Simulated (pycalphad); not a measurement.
## Effect of Si content in Sn-Si

Source of the numbers: pycalphad with the COST 507 light-alloy database (1999); pressure 1 atm. These are 1990s assessments: newer ones move some temperatures and phases. Phase fractions are per mole of atoms.

Problem. One of these alloys has its liquidus at 949 °C, its solidus at 232 °C, and holds LIQUID 0.98, DIAMOND_A4 0.02 at 377 °C. Which?
A) Sn-3.22Si (at.%)
B) Sn-4.29Si (at.%)
C) Sn-2.15Si (at.%)

Solution. C, Sn-2.15Si (at.%). The others: Sn-3.22Si (at.%), liquidus 1006, solidus 232; Sn-4.29Si (at.%), liquidus 1048, solidus 232

DIAMOND_A4 is diamond (Si).
